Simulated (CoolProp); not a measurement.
Vapour-liquid equilibrium of hydrogen sulfide (1) + propane (2) at 299.4 K; x and y are mole fractions of (1).

Computed with CoolProp (multi-fluid Helmholtz-energy mixture model, Lemmon 2006 and Lemmon 2009; pair parameters Kunz 2012).

Q: Give the bubble pressure and the first vapour's composition at x = 0.2, 0.425, 0.725. Is there an azeotrope?

A: x = 0.2: 1512 kPa, y = 0.410; x = 0.425: 1878 kPa, y = 0.603; x = 0.725: 2121 kPa, y = 0.773. y crosses x between x = 0.8 and 0.875: the model has an azeotrope there.

The pair parameters rest on a limited set of measurements; away from them the model extrapolates.
